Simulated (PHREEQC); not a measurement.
A column of 1 m (40 cells, dispersivity 0.08 m, 720 s a shift, diffusion coefficient 3e-10 m²/s) holds 0.011 eq of the database's cation exchanger X per kg of pore water, first in equilibrium with 7.5 mmol/kgw ZnSO4, 12 mmol/kgw NaCl, 0.41 mmol/kgw KCl and 0.01 mmol/kgw HCl. It is flushed with 0.42 mmol/kgw MgSO4, 3.9 mmol/kgw CdCl2 and 0.01 mmol/kgw HCl, at 25 °C. Values are for the last cell. The system is closed to CO2. No solid was allowed to form.

Equilibrium calculation in PHREEQC: ion-association model, phreeqc.dat.

| pore volumes | Cd in solution (mol/kgw) | Mg in solution (mol/kgw) | Na in solution (mol/kgw) |
|---|---|---|---|
| 0 | 0 | 0 | 0.0120 |
| 0.3125 | 5.68e-8 | 7.52e-9 | 0.0120 |
| 0.4625 | 5.01e-6 | [?] | 0.0117 |
| 0.7625 | 0.000128 | 1.60e-5 | 0.00886 |
| 1.062 | 0.000433 | 5.39e-5 | 0.00500 |
| 1.363 | [?] | 0.000104 | 0.00239 |
| 1.512 | 0.00108 | 0.000132 | 0.00160 |
| 1.812 | 0.00157 | 0.000189 | 0.000679 |
| 2.112 | 0.00203 | 0.000240 | 0.000278 |
| 2.413 | [?] | 0.000283 | 0.000111 |
| 2.562 | [?] | 0.000301 | 7.01e-5 |
| 2.862 | 0.00291 | 0.000332 | 2.76e-5 |
| 3.163 | 0.00315 | [?] | 1.08e-5 |
| 3.462 | 0.00334 | 0.000372 | 4.20e-6 |
| 3.612 | 0.00341 | 0.000379 | 2.62e-6 |
| 3.913 | 0.00354 | 0.000390 | 1.02e-6 |
| 4.213 | 0.00363 | 0.000398 | [?] |
| 4.513 | 0.00370 | 0.000404 | [?] |
| 4.662 | 0.00373 | 0.000407 | 9.49e-8 |
| 4.963 | 0.00378 | 0.000410 | 3.67e-8 |

Task: Some entries are withheld; supply them.

Result: 
- 0.4625, Mg in solution (mol/kgw): 6.36e-7
- 1.363, Cd in solution (mol/kgw): 0.000849
- 2.413, Cd in solution (mol/kgw): 0.00244
- 2.562, Cd in solution (mol/kgw): 0.00261
- 3.163, Mg in solution (mol/kgw): 0.000355
- 4.213, Na in solution (mol/kgw): 3.94e-7
- 4.513, Na in solution (mol/kgw): 1.53e-7

Species that the database lacks are ignored.
